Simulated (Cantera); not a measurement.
A perfectly stirred reactor is fed with CH4 : N2 = 1 : 45 (molar parts), at 0.987 atm; it is held at 1850 K, and followed from long to short residence time.

Cantera simulation using GRI-Mech 3.0 (53 species, 325 reactions); the numbers are that mechanism's predictions, not measurements. GRI-Mech 3.0 stops at C3 and has no aromatics, soot or wall deposition, so with more carbon than oxygen in the feed, carbon stays in small species such as C2H2 where larger ones or solid carbon would form.

x: mole fraction; the columns are a selection and need not sum to one.

```
τ (s)      x CH4   x C2H6    x H2   x C2H2    x CH2     x HCN      x H
------  --------  -------  ------  -------  -------  --------  -------
0.53    0.000888  1.91e-7  0.0305   0.0101  1.77e-7  0.000116  9.08e-5
0.30     0.00118  3.35e-7  0.0300  0.00997  2.30e-7   8.32e-5  8.90e-5
0.17     0.00158  5.85e-7  0.0294  0.00977  2.97e-7   5.88e-5  8.66e-5
0.095    0.00212  1.03e-6  0.0286  0.00950  3.83e-7   4.07e-5  8.36e-5
0.054    0.00281  1.77e-6  0.0276  0.00913  4.85e-7   2.81e-5  7.98e-5
0.030    0.00375  3.08e-6  0.0261  0.00863  6.12e-7   1.88e-5  7.51e-5
0.017        [?]      [?]  0.0243  0.00798      [?]       [?]  6.96e-5
0.0095       [?]      [?]     [?]      [?]      [?]       [?]      [?]
0.0054   0.00823  1.35e-5  0.0191  0.00611  1.08e-6   4.79e-6  5.55e-5
0.0030    0.0104  2.07e-5  0.0157  0.00485  1.24e-6   2.67e-6  4.68e-5
0.0017    0.0127  2.93e-5  0.0120  0.00348  1.35e-6   1.38e-6  3.76e-5
```

Question: Fill in the missing entries.

Answer: 
- 0.017, x CH4: 0.00493
- 0.017, x C2H6: 5.16e-6
- 0.017, x CH2: 7.53e-7
- 0.017, x HCN: 1.25e-5
- 0.0095, x CH4: 0.00644
- 0.0095, x C2H6: 8.56e-6
- 0.0095, x H2: 0.0219
- 0.0095, x C2H2: 0.00713
- 0.0095, x CH2: 9.14e-7
- 0.0095, x HCN: 7.86e-6
- 0.0095, x H: 6.29e-5
